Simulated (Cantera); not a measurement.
Input: 1 mol Al₂O₃, 33 mol H₂, 84 mol N₂, at 1377 °C.

Method: chemical equilibrium by Gibbs-energy minimisation in Cantera with the NASA 1993 tables (ideal gas, pure condensed phases). Candidate condensed phases: Al, AlN, Al₂O₃, H₂O; 35 gas species. Rates play no part.

**Question.** At 3.45 Torr, list the 3 most abundant gas species with their mole fractions, and the condensed phases.

**Answer.** N₂ 0.718, H₂ 0.282, H 0.000711. Condensed: Al₂O₃(s).
